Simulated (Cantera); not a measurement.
Input: 1 mol MgCO3, 0.062 mol H2S, 6.1 mol O2, equilibrated at 0.133 bar.

These are equilibrium values from Cantera (NASA tables, ideal gas, pure condensed phases), not measurements of a reactor. Candidate condensed phases: C, C6H6, C7H8, C8H18, H2O, H2SO4, Mg, MgCO3, MgO, Mg(OH)2, MgS, MgSO4, S; 130 gas species. Kinetics and transport are ignored. All values below are at 725 K.

Base state: O2 0.849, CO2 0.142, H2O 0.00881 (mole fractions); condensed: MgO(s) + MgSO4(s).

Question: What changes in the equilibrium state with this change: H2S from 0.062 to 0.15 mol?

Answer: 
```csv
species,before,after
O2,0.849,0.835
CO2,0.142,0.144
H2O,0.00881,0.0216
"MgO(s), mol",0.938,0.850
"MgSO4(s), mol",0.0620,0.150
```
